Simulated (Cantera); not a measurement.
# Silicon oxide and oxynitride deposition: SiH4 + O2 + N2

A closed system holds: 1 mol SiH4, 0.37 mol O2, 36 mol N2, held at 0.100 bar.

Method: chemical equilibrium by Gibbs-energy minimisation in Cantera with the NASA 1993 tables (ideal gas, pure condensed phases). Candidate condensed phases: H2O, Si, SiO2, Si2N2O, Si3N4; 35 gas species. N2 is the only nitrogen source here; it is nearly inert below about 1500 K, so the nitride shown seldom forms there in practice. Mutual solubility and eutectic melting of coexisting phases are not modelled. The tables hold silica as quartz up to 1696 K and as liquid above; real silica turns to tridymite and cristobalite and melts near 1996 K. Rates play no part.

```tsv
T (K)	x N2	x H2	x NH3	x H2O	x H	x SiO	n SiO2(α-quartz)	n Si2N2O(s)	n SiO2(β-quartz)
623	0.947	0.0532	3.39e-5	1.44e-7	<1e-12	<1e-12	0.160	0.420	0
723	0.947	0.0532	8.38e-6	4.88e-7	<1e-12	<1e-12	0.160	0.420	0
823	0.947	0.0532	2.85e-6	1.20e-6	5.35e-12	<1e-12	0.160	0.420	0
923	0.947	0.0532	1.21e-6	2.38e-6	1.78e-10	<1e-12	0	0.420	0.160
1023	0.947	0.0532	5.99e-7	4.06e-6	3.02e-9	<1e-12	0	0.420	0.160
1123	0.947	0.0532	3.35e-7	6.28e-6	3.11e-8	6.08e-11	0	0.420	0.160
1223	0.947	0.0532	2.05e-7	9.00e-6	2.19e-7	5.16e-9	0	0.420	0.160
1323	0.947	0.0532	1.35e-7	1.22e-5	1.16e-6	2.21e-7	0	0.420	0.160
```
x: gas mole fraction; n: condensed amount in mol.

From 623 K to 823 K the condensed part is SiO2(α-quartz) + Si2N2O(s). From 923 K to 1323 K the condensed part is SiO2(β-quartz) + Si2N2O(s).
